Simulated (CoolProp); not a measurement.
Saturation properties of hydrogen chloride.

Computed with CoolProp (reference Helmholtz-energy equation of state, Thol 2018).

```
T (K)  p (MPa)  liquid density (kg/m³)  liquid cp (kJ/(kg K))
-----  -------  ----------------------  ---------------------
199.7   0.1870                    1156                  1.669
211.5   0.3248                    1125                  1.686
223.4        …                       …                  1.713
235.2   0.8235                    1058                  1.752
247      1.221                    1021                  1.806
258.9    1.751                   981.1                  1.885
270.7    2.428                   937.5                  2.001
282.5    3.281                   888.3                  2.185
294.4    4.351                   830.2                  2.521
306.2    5.655                       …                  3.292
```

Problem. Fill in the missing entries.

Solution. 
- 223.4, p (MPa): 0.5319
- 223.4, liquid density (kg/m³): 1092
- 306.2, liquid density (kg/m³): 757.7

It boils at 188.2 K under 1 atm.
